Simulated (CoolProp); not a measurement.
A simple Rankine cycle with R21: condensing at 319.15 K, boiler at 1.5 MPa, turbine inlet 381.2 K, turbine efficiency 0.7, pump efficiency 0.6, no recuperator. Each further row changes one setting.

Values from CoolProp's reference Helmholtz-energy equation of state, Platzer 1990. This equation is an older, rougher fit; its heat capacities, sound speeds and derivatives of the liquid may be far off and weren't checked against measurements.

| case | thermal efficiency (%) | net work (kJ/kg) | heat in (kJ/kg) | turbine exit temperature (K) | volume ratio over the turbine |
|---|---|---|---|---|---|
| as stated | 9.3 | 22.4 | 240 | 319.7 | 4.15 |
| turbine inlet 401.2 K | 9.6 | 24.6 | 258 | 341.6 | 4.08 |
| condensing temperature 311.15 K | 10.5 | 26.1 | 249 | 311.4 | 5.21 |
| boiler pressure 1.05 MPa | 7.5 | 18.6 | 249 | 338.1 | 2.85 |
| turbine efficiency 0.6 | 7.9 | 19.0 | 240 | 324.6 | 4.24 |
